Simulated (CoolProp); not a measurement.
Saturation properties of cyclohexane (Tc = 280.5 °C, pc = 4081 kPa, ω = 0.209).

Values from CoolProp's reference Helmholtz-energy equation of state, Zhou 2014.

```json
[
 {"T (°C)": "101.05", "p (kPa)": "179.7", "vapour density (kg/m³)": "5.150", "enthalpy of vaporisation (kJ/kg)": "342.1", "surface tension (mN/m)": "15.6"},
 {"T (°C)": "111.35", "p (kPa)": "233.8", "vapour density (kg/m³)": "6.603", "enthalpy of vaporisation (kJ/kg)": "334.5", "surface tension (mN/m)": "14.5"},
 {"T (°C)": "121.75", "p (kPa)": "300.3", "vapour density (kg/m³)": "8.374", "enthalpy of vaporisation (kJ/kg)": "326.5", "surface tension (mN/m)": "13.4"},
 {"T (°C)": "132.15", "p (kPa)": "(withheld)", "vapour density (kg/m³)": "10.50", "enthalpy of vaporisation (kJ/kg)": "318.2", "surface tension (mN/m)": "12.3"},
 {"T (°C)": "142.45", "p (kPa)": "474.0", "vapour density (kg/m³)": "12.99", "enthalpy of vaporisation (kJ/kg)": "309.6", "surface tension (mN/m)": "11.2"},
 {"T (°C)": "152.85", "p (kPa)": "585.3", "vapour density (kg/m³)": "15.97", "enthalpy of vaporisation (kJ/kg)": "300.5", "surface tension (mN/m)": "10.2"},
 {"T (°C)": "163.15", "p (kPa)": "713.5", "vapour density (kg/m³)": "19.44", "enthalpy of vaporisation (kJ/kg)": "290.9", "surface tension (mN/m)": "9.14"},
 {"T (°C)": "173.55", "p (kPa)": "862.9", "vapour density (kg/m³)": "23.55", "enthalpy of vaporisation (kJ/kg)": "280.6", "surface tension (mN/m)": "8.13"},
 {"T (°C)": "183.85", "p (kPa)": "1032", "vapour density (kg/m³)": "28.33", "enthalpy of vaporisation (kJ/kg)": "269.8", "surface tension (mN/m)": "7.15"},
 {"T (°C)": "194.25", "p (kPa)": "1227", "vapour density (kg/m³)": "34.01", "enthalpy of vaporisation (kJ/kg)": "258.0", "surface tension (mN/m)": "6.19"},
 {"T (°C)": "204.55", "p (kPa)": "(withheld)", "vapour density (kg/m³)": "40.65", "enthalpy of vaporisation (kJ/kg)": "245.3", "surface tension (mN/m)": "(withheld)"},
 {"T (°C)": "214.95", "p (kPa)": "1693", "vapour density (kg/m³)": "48.61", "enthalpy of vaporisation (kJ/kg)": "231.3", "surface tension (mN/m)": "4.38"}
]
```

**Question.** Some entries are withheld; supply them.

**Answer.** 
- 132.15, p (kPa): 380.2
- 204.55, p (kPa): 1445
- 204.55, surface tension (mN/m): 5.28

It boils at 80.7 °C under 1 atm.

Surface tension comes from a separate correlation (Mulero 2012).
